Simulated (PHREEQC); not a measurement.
**Phosphoric acid bath (model solution)**

Dissolve 30 mmol/kgw H3PO4 and 0.043 mmol/kgw NiSO4 at 90 °C. Closed to the air; pH follows from the charge balance.

Computed with PHREEQC (ion-association model, wateq4f.dat).

This is a speciation only: nothing precipitates in the calculation.

**Question.** What pH, ionic strength does the model give?

**Answer.** pH 2.06; ionic strength 0.00967 mol/kgw.

**Question.** In which forms is P present?

**Answer.** H3PO4 68 %, H2PO4- 32 % of the P.

H3PO4, which wateq4f.dat lacks, is added to it with the constant of phreeqc.dat. At this temperature some constants are extrapolated from 25 °C, and those without enthalpy data are left unchanged. The database has no phosphate complexes of Ni.
